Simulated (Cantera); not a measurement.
Charge: 1 mol C2H6, 3.7 mol H2O, equilibrated at 5.40 bar.

Equilibrium computed with Cantera from the NASA thermochemical tables; the gas is ideal and each condensed phase is pure. Candidate condensed phases: C, C6H6, C7H8, C8H18, H2O; 131 gas species. Ions and electrons are included (thermal ionisation). Rates play no part.

x: gas mole fraction; nothing condenses.

| T (K) | x H | x H2 | x CO | x H2O | x O | x OH | x CO2 |
|---|---|---|---|---|---|---|---|
| 2000 | 0.000537 | 0.589 | 0.215 | 0.181 | 1.10e-8 | 1.65e-5 | 0.0144 |
| 2500 | [?] | 0.579 | 0.218 | 0.183 | [?] | [?] | [?] |
| 3000 | [?] | 0.546 | 0.214 | 0.175 | [?] | [?] | [?] |
| 3500 | 0.171 | 0.455 | 0.199 | 0.138 | 0.00524 | 0.0239 | 0.00726 |
| 4000 | 0.380 | 0.306 | 0.169 | 0.0622 | 0.0314 | 0.0451 | 0.00386 |
| 4500 | 0.585 | 0.155 | 0.141 | 0.0126 | 0.0694 | 0.0335 | 0.00123 |
| 5000 | 0.702 | 0.0644 | 0.126 | 0.00172 | 0.0888 | 0.0152 | 0.000351 |

### Question
Some entries are withheld; supply them.

### Answer

- 2500, x H: 0.00824
- 2500, x O: 5.04e-6
- 2500, x OH: 0.000539
- 2500, x CO2: 0.0111
- 3000, x H: 0.0502
- 3000, x O: 0.000301
- 3000, x OH: 0.00534
- 3000, x CO2: 0.00927
